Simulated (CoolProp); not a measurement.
A closed Brayton cycle with carbon dioxide: compressor inlet 329.15 K and 9.6 MPa, high pressure 20.1 MPa, turbine inlet 945 K, compressor efficiency 0.85, turbine efficiency 0.85, recuperator effectiveness 0.95 (on enthalpy, no pinch check). Each further row changes one setting.

Model: reference Helmholtz-energy equation of state, Span 1996, in CoolProp.

```csv
case,thermal efficiency (%),net work (kJ/kg),compressor to turbine work,compressor exit (K),turbine exit (K)
as stated,[?],74.7,0.31,386.1,852.7
turbine inlet 895 K,34.5,68.5,0.33,386.1,[?]
compressor inlet 339.15 K,35.3,69.3,[?],[?],852.7
high pressure 17.1 MPa,34.0,[?],[?],[?],[?]
recuperator effectiveness 0.5,16.4,74.7,0.31,386.1,852.7
```

Task: Fill in the missing entries.

Result: 
- as stated, thermal efficiency (%): 36.0
- turbine inlet 895 K, turbine exit (K): 805.8
- compressor inlet 339.15 K, compressor to turbine work: 0.36
- compressor inlet 339.15 K, compressor exit (K): 402.4
- high pressure 17.1 MPa, net work (kJ/kg): 60.3
- high pressure 17.1 MPa, compressor to turbine work: 0.30
- high pressure 17.1 MPa, compressor exit (K): 373.4
- high pressure 17.1 MPa, turbine exit (K): 872.4
